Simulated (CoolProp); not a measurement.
200 sccm (0 °C, 1 atm) of nitrogen bubbles through liquid n-heptane at 338.3 K and leaves saturated at a total pressure of 0.15 MPa (ideal gas phase). Each further row changes one setting.

Values from CoolProp's reference Helmholtz-energy equation of state, Span 2003. It is a short technical equation, of lower accuracy than the large ones.

| case | vapour pressure (kPa) | mole fraction of vapour | delivery (mg/min) | delivery (sccm) | change of delivery for a bath 1 K warmer (%) |
|---|---|---|---|---|---|
| as stated | 34.0 | 0.227 | 262 | [?] | 4.9 |
| bath temperature 343.3 K | 40.7 | 0.272 | 333 | 74.5 | [?] |
| total pressure 0.3 MPa | 34.0 | 0.113 | [?] | 25.6 | 4.2 |

Q: Fill in the missing entries.

A: 
- as stated, delivery (sccm): 58.6
- bath temperature 343.3 K, change of delivery for a bath 1 K warmer (%): 5.0
- total pressure 0.3 MPa, delivery (mg/min): 114
